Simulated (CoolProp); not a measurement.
Vapour-liquid equilibrium of acetone (1) + n-nonane (2) at 175.45 °C; x and y are mole fractions of (1).

Computed with CoolProp (multi-fluid Helmholtz-energy mixture model, Lemmon 2006 and Lemmon 2006; pair parameters Bell 2016).

Task: Give the bubble pressure and the first vapour's composition at x = 0.15, 0.25, 0.85. Is there an azeotrope?

Result: x = 0.15: 0.5711 MPa, y = 0.670; x = 0.25: 0.7683 MPa, y = 0.758; x = 0.85: 1.590 MPa, y = 0.946. No azeotrope shows between x = 0.05 and 0.95.

Pair parameters are fitted to limited data, so mixtures are less certain than the pure fluids.
